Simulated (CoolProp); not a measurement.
Properties of R141b along the isobar 6.19 MPa.

Computed with CoolProp (reference Helmholtz-energy equation of state, Lemmon 2006). It is a short technical equation, of lower accuracy than the large ones.

```tsv
T (°C)	phase	cp (kJ/(kg K))	Prandtl number
-53.85	liquid	1.097	13.2
-47.95	liquid	1.096	11.9
-42.15	liquid	1.096	10.8
-36.35	liquid	1.097	9.94
-30.55	liquid	1.098	9.18
-24.65	liquid	1.101	8.52
-18.85	liquid	1.104	7.95
-13.05	liquid	1.107	7.46
-7.25	liquid	1.112	7.03
-1.35	liquid	1.116	6.64
4.45	liquid	1.121	6.30
10.25	liquid	1.127	5.99
16.15	liquid	1.133	5.71
21.95	liquid	1.139	5.46
```

Viscosity comes from a separate model (Huber 2003), an estimate that may be off by 10 % or more. Thermal conductivity comes from a separate model (Huber 2003), an estimate that may be off by 10 % or more.
